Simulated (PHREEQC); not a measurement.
Solution (40 °C): 55 mmol/kgw HF, 0.081 mmol/kgw NH4F and 1.5 mmol/kgw H4SiO4. Closed to the air; pH follows from the charge balance.

The numbers come from PHREEQC with the ion-association model, phreeqc.dat.

This is a speciation only: nothing precipitates in the calculation.

**Question.** Predict the pH, ionic strength.

**Answer.** pH 2.19; ionic strength 0.00868 mol/kgw.

**Question.** In which forms is F present?

**Answer.** HF 75 %, SiF6-2 16 %, F- 6.5 %, HF2- 2.2 % of the F.

Species that the database lacks are ignored. Constants without temperature data keep their 25 °C values here. SiF6-2 is the database's only silicon fluoride.
